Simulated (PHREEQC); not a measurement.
A solution holds 0.0065 mol/kgw KH2PO4 and 0.084 mol/kgw NaOH, at 80 °C. Closed to the air; pH follows from the charge balance.

All values are PHREEQC results (ion-association model, phreeqc.dat), not measurements.

This is a speciation only: nothing precipitates in the calculation.

Question: Order these P species by the share of P that they hold, largest first: PO4-3, NaHPO4-, KHPO4-, HPO4-2.

Answer: PO4-3 (52 %), HPO4-2 (45 %), NaHPO4- (2.5 %), KHPO4- (0.18 %)

The pH is 11.33 and the ionic strength 0.103 mol/kgw. Complexes and solids missing from the database can't appear. Away from 25 °C the constants follow the database's enthalpies or fits; those with neither stay at their 25 °C values.
